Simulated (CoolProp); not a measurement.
Vapour-liquid equilibrium of R22 (1) + R123 (2) at -57.05 °C; x and y are mole fractions of (1).

The numbers come from the multi-fluid Helmholtz-energy mixture model, Kamei 1995 and Younglove 1994; pair parameters Bell 2016 in CoolProp.

| x | bubble pressure, mixture model (MPa) | bubble pressure, Raoult's law (MPa) | y, mixture model | y, Raoult's law |
|---|---|---|---|---|
| 0.05 | 0.003141 | 0.003190 | 0.689 | 0.694 |
| 0.125 | 0.006535 | 0.006434 | 0.862 | 0.860 |
| 0.2 | 0.01008 | 0.009678 | 0.918 | 0.915 |
| 0.275 | 0.01367 | 0.01292 | 0.946 | 0.942 |
| 0.35 | 0.01722 | 0.01617 | 0.961 | 0.959 |
| 0.425 | 0.02066 | 0.01941 | 0.971 | 0.970 |
| 0.5 | 0.02397 | 0.02266 | 0.978 | 0.977 |
| 0.575 | 0.02714 | 0.02590 | 0.983 | 0.983 |
| 0.65 | 0.03019 | 0.02914 | 0.987 | 0.988 |
| 0.725 | 0.03316 | 0.03239 | 0.991 | 0.991 |
| 0.8 | 0.03610 | 0.03563 | 0.993 | 0.994 |
| 0.875 | 0.03907 | 0.03888 | 0.996 | 0.997 |
| 0.95 | 0.04214 | 0.04212 | 0.998 | 0.999 |

The largest gap from Raoult's law is +6.5 % in bubble pressure, at x = 0.35. No azeotrope shows between x = 0.05 and 0.95.

The pair parameters rest on a limited set of measurements; away from them the model extrapolates. The gap from Raoult's law changes sign with composition, which may be real or a fault of the pair parameters; it wasn't checked against measurements.
